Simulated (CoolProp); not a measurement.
Vapour-liquid equilibrium of R1234yf (1) + R1234ze(E) (2) at 0.00575 MPa; x and y are mole fractions of (1).

Model: multi-fluid Helmholtz-energy mixture model, Lemmon 2022 and Thol 2016; pair parameters Bell 2022, in CoolProp.

```
x      bubble temperature, mixture model (K)  bubble temperature, Raoult's law (K)  y, mixture model  y, Raoult's law
-----  -------------------------------------  ------------------------------------  ----------------  ---------------
0.05                                   202.9                                 203.0             0.103            0.096
0.125                                  201.8                                 202.1             0.235            0.225
0.2                                    200.9                                 201.2             0.347            0.338
0.275                                  200.0                                 200.3                 ?            0.438
0.35                                   199.2                                 199.5                 ?            0.527
0.425                                  198.5                                 198.7                 ?            0.606
0.5                                    197.8                                 198.0                 ?            0.676
0.575                                  197.2                                 197.3             0.734            0.740
0.65                                   196.5                                 196.6             0.791            0.797
0.725                                  195.9                                 196.0             0.843            0.848
0.8                                    195.3                                 195.4             0.891            0.895
0.875                                  194.8                                 194.8             0.935            0.938
0.95                                   194.2                                 194.3             0.975            0.976
```

Complete the blanks.


- 0.275, y, mixture model: 0.444
- 0.35, y, mixture model: 0.528
- 0.425, y, mixture model: 0.604
- 0.5, y, mixture model: 0.672

The largest gap from Raoult's law is -0.3 K in bubble temperature, at x = 0.275. No azeotrope shows between x = 0.05 and 0.95.

Pair parameters are fitted to limited data, so mixtures are less certain than the pure fluids.
